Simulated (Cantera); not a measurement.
**Ignition delay**

Mixture: CH₄ : CO : O₂ : N₂ = 1 : 1.2 : 3.88 : 14.6 (molar parts), at 6.51 atm, adiabatic and at constant pressure. Ignition delay is the time to a rise of 400 K.

Model: GRI-Mech 3.0 (53 species, 325 reactions), integrated in Cantera.

```
T0 (K)  delay (ms)
------  ----------
1250          4.22
1325          1.58
1400         0.647
1475         0.288
1550         0.139
1625        0.0727
1700        0.0408
1775        0.0244
1850        0.0153
1925        0.0101
```

| Item | Value |
|---|---|
| apparent activation energy between 1775 and 1925 K | 170 kJ/mol |
